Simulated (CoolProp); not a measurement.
Model: reference Helmholtz-energy equation of state, de Reuck 1990, in CoolProp.

Q: For fluorine, give the phase and the isothermal compressibility (1/MPa), expansivity (1/kK), fugacity coefficient at -184.25 °C and 4.03 MPa; -150.05 °C and 4.03 MPa; -124.35 °C and 4.03 MPa.

A: 
- -184.25 °C and 4.03 MPa: liquid; isothermal compressibility 0.00190, expansivity 4.68, fugacity coefficient 0.0419
- -150.05 °C and 4.03 MPa: liquid; isothermal compressibility 0.00825, expansivity 9.40, fugacity coefficient 0.411
- -124.35 °C and 4.03 MPa: gas; isothermal compressibility 0.387, expansivity 19.9, fugacity coefficient 0.773
